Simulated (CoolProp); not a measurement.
Hydrogen chloride along the isotherm 499.5 K: density (kg/m³) from the reference equation and from simpler models built on Tc = 324.7 K, pc = 83.14 bar, ω = 0.130; each cubic takes its own stable root.

Computed with CoolProp (reference Helmholtz-energy equation of state, Thol 2018).

```tsv
p (bar)	phase	reference
13	gas	11.58
26	gas	23.51
39	gas	35.77
52	gas	48.38
64.9	gas	61.20
77.9	gas	74.45
90.9	supercritical	88.00
104	supercritical	101.9
117	supercritical	116.0
130	supercritical	130.4
143	supercritical	145.0
156	supercritical	159.7
169	supercritical	174.7
182	supercritical	189.8
195	supercritical	205.0
208	supercritical	220.4
```

Question: How far does each simpler model (ideal gas, van der Waals, Redlich-Kwong) lie from the reference over these 16 states: mean and median of the absolute difference, and the worst?

Answer: 
- ideal gas: mean 10.3 %, median 10.9 %, worst -17.2 % at 499.5 K and 208 bar
- van der Waals: mean 2.8 %, median 2.5 %, worst +6.1 % at 499.5 K and 208 bar
- Redlich-Kwong: mean 0.1 %, median 0.1 %, worst -0.2 % at 499.5 K and 64.9 bar
